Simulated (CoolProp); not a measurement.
Properties of oxygen along the isobar 23300 kPa (Tc = 154.6 K, pc = 5046 kPa, ω = 0.022).

The numbers come from the reference Helmholtz-energy equation of state, Schmidt 1985 in CoolProp. Above 300 K oxygen's equation is extrapolated.

```json
[
 {"T (K)": "81.7", "phase": "liquid", "density (kg/m³)": "1220", "speed of sound (m/s)": "1055", "Joule-Thomson coefficient (K/MPa)": "-0.3665", "expansivity (1/kK)": "3.334", "conductivity (mW/(m K))": "177"},
 {"T (K)": "102.1", "phase": "liquid", "density (kg/m³)": "1136", "speed of sound (m/s)": "925.0", "Joule-Thomson coefficient (K/MPa)": "-0.3377", "expansivity (1/kK)": "3.710", "conductivity (mW/(m K))": "152"},
 {"T (K)": "122.5", "phase": "liquid", "density (kg/m³)": "1047", "speed of sound (m/s)": "799.5", "Joule-Thomson coefficient (K/MPa)": "-0.2740", "expansivity (1/kK)": "4.310", "conductivity (mW/(m K))": "128"},
 {"T (K)": "142.9", "phase": "liquid", "density (kg/m³)": "951.0", "speed of sound (m/s)": "678.6", "Joule-Thomson coefficient (K/MPa)": "-0.1579", "expansivity (1/kK)": "5.210", "conductivity (mW/(m K))": "105"},
 {"T (K)": "163.4", "phase": "supercritical", "density (kg/m³)": "843.9", "speed of sound (m/s)": "565.4", "Joule-Thomson coefficient (K/MPa)": "0.04270", "expansivity (1/kK)": "6.514", "conductivity (mW/(m K))": "85.2"},
 {"T (K)": "183.8", "phase": "supercritical", "density (kg/m³)": "727.2", "speed of sound (m/s)": "470.8", "Joule-Thomson coefficient (K/MPa)": "0.3549", "expansivity (1/kK)": "8.075", "conductivity (mW/(m K))": "69.2"},
 {"T (K)": "204.2", "phase": "supercritical", "density (kg/m³)": "609.6", "speed of sound (m/s)": "407.5", "Joule-Thomson coefficient (K/MPa)": "0.7338", "expansivity (1/kK)": "8.998", "conductivity (mW/(m K))": "57.6"},
 {"T (K)": "224.6", "phase": "supercritical", "density (kg/m³)": "508.8", "speed of sound (m/s)": "377.7", "Joule-Thomson coefficient (K/MPa)": "1.037", "expansivity (1/kK)": "8.530", "conductivity (mW/(m K))": "49.9"},
 {"T (K)": "245", "phase": "supercritical", "density (kg/m³)": "432.5", "speed of sound (m/s)": "369.3", "Joule-Thomson coefficient (K/MPa)": "1.185", "expansivity (1/kK)": "7.349", "conductivity (mW/(m K))": "45.2"},
 {"T (K)": "265.4", "phase": "supercritical", "density (kg/m³)": "376.8", "speed of sound (m/s)": "371.1", "Joule-Thomson coefficient (K/MPa)": "1.211", "expansivity (1/kK)": "6.209", "conductivity (mW/(m K))": "42.5"},
 {"T (K)": "285.8", "phase": "supercritical", "density (kg/m³)": "335.2", "speed of sound (m/s)": "377.4", "Joule-Thomson coefficient (K/MPa)": "1.167", "expansivity (1/kK)": "5.303", "conductivity (mW/(m K))": "41.0"},
 {"T (K)": "306.3", "phase": "supercritical", "density (kg/m³)": "302.9", "speed of sound (m/s)": "385.7", "Joule-Thomson coefficient (K/MPa)": "1.091", "expansivity (1/kK)": "4.608", "conductivity (mW/(m K))": "40.4"},
 {"T (K)": "326.7", "phase": "supercritical", "density (kg/m³)": "277.3", "speed of sound (m/s)": "394.7", "Joule-Thomson coefficient (K/MPa)": "1.001", "expansivity (1/kK)": "4.075", "conductivity (mW/(m K))": "40.4"},
 {"T (K)": "347.1", "phase": "supercritical", "density (kg/m³)": "256.3", "speed of sound (m/s)": "404.0", "Joule-Thomson coefficient (K/MPa)": "0.9071", "expansivity (1/kK)": "3.655", "conductivity (mW/(m K))": "40.8"},
 {"T (K)": "367.5", "phase": "supercritical", "density (kg/m³)": "238.7", "speed of sound (m/s)": "413.2", "Joule-Thomson coefficient (K/MPa)": "0.8149", "expansivity (1/kK)": "3.318", "conductivity (mW/(m K))": "41.4"},
 {"T (K)": "387.9", "phase": "supercritical", "density (kg/m³)": "223.8", "speed of sound (m/s)": "422.3", "Joule-Thomson coefficient (K/MPa)": "0.7265", "expansivity (1/kK)": "3.042", "conductivity (mW/(m K))": "42.1"}
]
```

Thermal conductivity comes from a separate model (Lemmon 2004).
